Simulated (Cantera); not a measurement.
An isothermal, constant-pressure homogeneous reactor starts with H₂ : O₂ = 0.029 : 1 (molar parts), equivalence ratio 0.015, at 1225 K and 10.00 Torr.

Cantera simulation using GRI-Mech 3.0 (53 species, 325 reactions); the numbers are that mechanism's predictions, not measurements. Radical loss at walls, strong at low pressure, is not modelled.

x: mole fraction; the columns are a selection and need not sum to one.

```json
[
 {"t (s)": "8.00e-6", "x H₂": "0.0282", "x O₂": "0.972", "x OH": "3.08e-11", "x H₂O₂": "<1e-12", "x H": "2.89e-10", "x O": "3.12e-11"},
 {"t (s)": "2.70e-5", "x H₂": "0.0282", "x O₂": "0.972", "x OH": "2.92e-10", "x H₂O₂": "<1e-12", "x H": "8.01e-10", "x O": "3.03e-10"},
 {"t (s)": "9.12e-5", "x H₂": "0.0282", "x O₂": "0.972", "x OH": "2.14e-9", "x H₂O₂": "<1e-12", "x H": "?", "x O": "2.42e-9"},
 {"t (s)": "0.000308", "x H₂": "0.0282", "x O₂": "0.972", "x OH": "1.56e-8", "x H₂O₂": "5.32e-12", "x H": "?", "x O": "2.07e-8"},
 {"t (s)": "0.00104", "x H₂": "0.0282", "x O₂": "0.972", "x OH": "7.04e-7", "x H₂O₂": "6.06e-11", "x H": "?", "x O": "1.01e-6"},
 {"t (s)": "0.00351", "x H₂": "0.00590", "x O₂": "0.954", "x OH": "0.00442", "x H₂O₂": "1.74e-7", "x H": "?", "x O": "0.0138"},
 {"t (s)": "0.0118", "x H₂": "0.000276", "x O₂": "0.950", "x OH": "0.00214", "x H₂O₂": "4.82e-8", "x H": "?", "x O": "0.0196"},
 {"t (s)": "0.0400", "x H₂": "0.000198", "x O₂": "0.956", "x OH": "0.00182", "x H₂O₂": "4.77e-8", "x H": "?", "x O": "0.0137"},
 {"t (s)": "0.135", "x H₂": "8.03e-5", "x O₂": "0.965", "x OH": "0.00116", "x H₂O₂": "4.22e-8", "x H": "?", "x O": "0.00541"},
 {"t (s)": "0.456", "x H₂": "1.50e-5", "x O₂": "0.970", "x OH": "0.000505", "x H₂O₂": "2.58e-8", "x H": "?", "x O": "0.001000"},
 {"t (s)": "1.54", "x H₂": "1.89e-6", "x O₂": "0.971", "x OH": "0.000180", "x H₂O₂": "9.43e-9", "x H": "?", "x O": "0.000126"},
 {"t (s)": "5.20", "x H₂": "2.58e-7", "x O₂": "0.971", "x OH": "6.68e-5", "x H₂O₂": "2.49e-9", "x H": "?", "x O": "1.73e-5"},
 {"t (s)": "17.5", "x H₂": "4.58e-8", "x O₂": "0.971", "x OH": "2.82e-5", "x H₂O₂": "6.16e-10", "x H": "?", "x O": "3.08e-6"},
 {"t (s)": "59.2", "x H₂": "1.10e-8", "x O₂": "0.971", "x OH": "1.39e-5", "x H₂O₂": "1.78e-10", "x H": "5.88e-10", "x O": "7.46e-7"},
 {"t (s)": "200", "x H₂": "5.53e-9", "x O₂": "0.971", "x OH": "9.83e-6", "x H₂O₂": "9.97e-11", "x H": "2.09e-10", "x O": "3.74e-7"}
]
```

### Question
Fill in the missing entries.

### Answer

- 9.12e-5, x H: 1.89e-9
- 0.000308, x H: 7.25e-9
- 0.00104, x H: 2.82e-7
- 0.00351, x H: 0.00399
- 0.0118, x H: 0.00243
- 0.0400, x H: 0.00143
- 0.135, x H: 0.000358
- 0.456, x H: 2.87e-5
- 1.54, x H: 1.28e-6
- 5.20, x H: 6.53e-8
- 17.5, x H: 4.93e-9
